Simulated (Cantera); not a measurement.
Feed: 1 mol MgO, 63 mol HCl, 1.1 mol H₂, equilibrated at 0.170 bar.

Method: chemical equilibrium by Gibbs-energy minimisation in Cantera with the NASA 1993 tables (ideal gas, pure condensed phases). Candidate condensed phases: H₂O, Mg, MgCl₂, MgO, Mg(OH)₂; 22 gas species. Rates play no part.

**Question.** Which condensed phases are stable at each of these points (T (°C)): 850, 875, 900, 925, 950, 975, 1000, 1025, 1050, 1075?

**Answer.** 
```tsv
T (°C)	condensed phases	Mg condensed (%)
850	MgO(s)	31.2
875	MgO(s)	19.0
900	MgO(s)	5.3
925	gas only	0.0
950	gas only	0.0
975	gas only	0.0
1000	gas only	0.0
1025	gas only	0.0
1050	gas only	0.0
1075	gas only	0.0
```

From 850 °C to 900 °C the condensed part is MgO(s). From 925 °C to 1075 °C nothing is condensed.
